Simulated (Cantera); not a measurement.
A closed system holds: 1 mol SiHCl3, 0.78 mol C2H4, 1.6 mol H2, equilibrated at 110 Pa.

These are equilibrium values from Cantera (NASA tables, ideal gas, pure condensed phases), not measurements of a reactor. Candidate condensed phases: C, C6H6, C7H8, C8H18, Si, SiC; 109 gas species. The tables' values for SiCl are old estimates; treat these amounts as uncertain. The numbers say what is thermodynamically allowed, not how fast it happens.

### Question
At 2177 °C, list the 7 most abundant gas species with their mole fractions, and the condensed phases.

### Answer
H 0.287, H2 0.225, HCl 0.189, Cl 0.171, Si 0.0897, SiC2 0.0201, SiCl2 0.00743. Condensed: C(graphite).
